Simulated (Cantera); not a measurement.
What does this Cantera script print?

```python
import numpy as np
import cantera as ct

gas_names = """
    H HI HNO HNO2 HNO3 HO2 H2 H2O H2O2 I I2 N NH NH2 NH3 NH2OH NO NO2 NO3 N2 N2H2 N2H4 N2O O OH O2 O3
""".split()
cond_names = """
    H2O(s) H2O(L) I2(cr) I2(L)
""".split()


def load(file, names, dense=False):
    # The tables refer to 1 bar. Condensed volumes are neglected.
    table = {s.name: s for s in ct.Species.list_from_file(file)}
    out = []
    for n in names:
        d = dict(table[n].input_data)
        d["thermo"] = dict(d["thermo"], **{"reference-pressure": 1e5})
        if dense:
            d["equation-of-state"] = {"model": "constant-volume", "density": "1e6 g/cm^3"}
        out.append(ct.Species.from_dict(d))
    return out


gas = ct.Solution(thermo="ideal-gas", species=load("nasa_gas.yaml", gas_names))
cond = {s.name: ct.Solution(thermo="fixed-stoichiometry", species=[s], name=s.name)
        for s in load("nasa_condensed.yaml", cond_names, dense=True)}
atoms = {
    'HI': {'H': 1, 'I': 1},
    'O2': {'O': 2},
    'N2': {'N': 2},
    'H2': {'H': 2},
}
top_T = {}  # K; cautious upper limits of use, not melting points


def equilibrate(T, P, feed):
    n = {}
    for name, mol in feed.items():
        for a, k in atoms[name].items():
            n[a] = n.get(a, 0.0) + k * mol
    gas.TPX = T, P, n
    mass = sum(n.values()) * gas.mean_molecular_weight
    gas.equilibrate("TP")
    valid = [c for c in cond.values() if c.min_temp <= T <= top_T.get(c.name, c.max_temp)]
    mix = ct.Mixture([(gas, mass / gas.mean_molecular_weight)] + [(c, 0.0) for c in valid])
    mix.T, mix.P = T, P
    mix.equilibrate("TP", solver="vcs", rtol=1e-11, max_steps=5000)
    return mix


results = []
feed = {'HI': 1, 'O2': 0.023, 'N2': 3.6, 'H2': 0.077}  # mol
T = 2050  # K
P = 510000  # Pa
mix = equilibrate(T, P, feed)
results.append((T, P, feed, dict(zip(mix.species_names, mix.species_moles))))
x = sorted(zip(gas.X, gas.species_names), reverse=True)
print(f"T = {T:g} K  P = {P:g} Pa  gas = {mix.phase_moles(0):.4g} mol")
print("   x: " + "  ".join(f"{s} {v:.3e}" for v, s in x if v > 0.0001))
print("   condensed (mol): " + ("  ".join(f"{mix.phase(i).name} {mix.phase_moles(i):.4g}"
      for i in range(1, mix.n_phases) if mix.phase_moles(i) > 1e-12) or "none"))
```

Result:

```
T = 2050 K  P = 510000 Pa  gas = 5.042 mol
   x: N2 7.141e-01  I 1.443e-01  H2 8.063e-02  HI 4.911e-02  H2O 9.120e-03  I2 2.448e-03  H 2.852e-04
   condensed (mol): none
```

These are equilibrium values from Cantera (NASA tables, ideal gas, pure condensed phases), not measurements of a reactor.
